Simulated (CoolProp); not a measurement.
The fluid at 574.17 K and 19.4 MPa flows at 8 m/s in a round tube of 4.6 mm bore and 0.25 µm roughness, fully developed (64/Re and Nu = 3.66 if laminar; Colebrook and Gnielinski if turbulent). The same conditions are run with several fluids, on thermodynamics alone (safety and materials aside).

The numbers come from the reference Helmholtz-energy equation of state of each fluid (ammonia: Gao 2020; isobutane: Bücker 2006; methane: Setzmann 1991; n-pentane: Thol 2019; carbon dioxide: Span 1996) in CoolProp.

```
fluid           Reynolds number  Darcy friction factor  pressure drop (Pa/m)  heat-transfer coefficient (W/(m² K))  mass flow (kg/h)
--------------  ---------------  ---------------------  --------------------  ------------------------------------  ----------------
ammonia                  132000                 0.0173                 10000                                  5240              39.7
isobutane                296000                 0.0150                 29700                                 12000               136
methane                  108000                 0.0180                  7790                                  4110              29.8
n-pentane                449000                 0.0141                 37100                                 16800               181
carbon dioxide           224000                 0.0158                 20400                                  3890              88.9
```

Transport values come from each fluid's own correlations; those of n-pentane are estimates that may be off by 10 % or more.
